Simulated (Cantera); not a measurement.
Input: 1 mol B2H6, 13 mol NH3, 3.8 mol N2, held at 825 °C and 3.60 Torr.

Cantera equilibrium calculation (NASA polynomials, part measured and part estimated; ideal gas, pure solids and liquids). Candidate condensed phases: B, BN; 15 gas species. The feed counts by its element totals alone. Rates play no part.

**Question.** What is the equilibrium state?

**Answer.** 
* **x(H2)**: 0.708
* **x(N2)**: 0.292
* **n(BN(s))**: 2.00 mol
* **gas amount**: 31.80 mol
* **log10 activity of B(s) (absent)**: -5.90
